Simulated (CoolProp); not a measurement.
Vapour-liquid equilibrium of cyclohexane (1) + ethylbenzene (2) at 142.85 °C; x and y are mole fractions of (1).

Model: multi-fluid Helmholtz-energy mixture model, Zhou 2014 and Zhou 2012; pair parameters Bell 2016, in CoolProp.

| x | bubble pressure, mixture model (bar) | bubble pressure, Raoult's law (bar) | y, mixture model | y, Raoult's law |
|---|---|---|---|---|
| 0.05 | 1.416 | 1.387 | 0.182 | 0.172 |
| 0.15 | 1.827 | 1.744 | 0.422 | 0.411 |
| 0.25 | 2.226 | 2.101 | 0.573 | 0.569 |
| 0.35 | 2.607 | 2.458 | 0.676 | 0.680 |
| 0.45 | 2.968 | 2.816 | 0.752 | 0.764 |
| 0.55 | 3.313 | 3.173 | 0.811 | 0.829 |
| 0.65 | 3.643 | 3.530 | 0.860 | 0.880 |
| 0.75 | 3.966 | 3.887 | 0.903 | 0.922 |
| 0.85 | 4.287 | 4.244 | 0.943 | 0.957 |
| 0.95 | 4.613 | 4.601 | 0.981 | 0.987 |

The largest gap from Raoult's law is +6.1 % in bubble pressure, at x = 0.35. No azeotrope shows between x = 0.05 and 0.95.

The pair parameters rest on a limited set of measurements; away from them the model extrapolates.
